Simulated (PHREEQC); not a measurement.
A made-up water analysis in mg/L, 25 °C, pH 5.68, pe 11.1: Na 6.96; K 4.59; Ca 6.3; Mg 2.04; Cl 8.04; S(6) as SO4 12.8; Alkalinity as HCO3 25.8; Zn 0.351; Cd 0.69.

Valence states are taken as typed.

Model: ion-association model, phreeqc.dat, run in PHREEQC.

No solid was allowed to form.

**Question.** Order these Zn species by the share of Zn that they hold, largest first: Zn+2, ZnCO3, ZnSO4, ZnHCO3+.

**Answer.** Zn+2 (93 %), ZnHCO3+ (4.3 %), ZnSO4 (2.0 %), ZnCO3 (0.15 %)

The pH is 5.68 and the ionic strength 0.00129 mol/kgw.
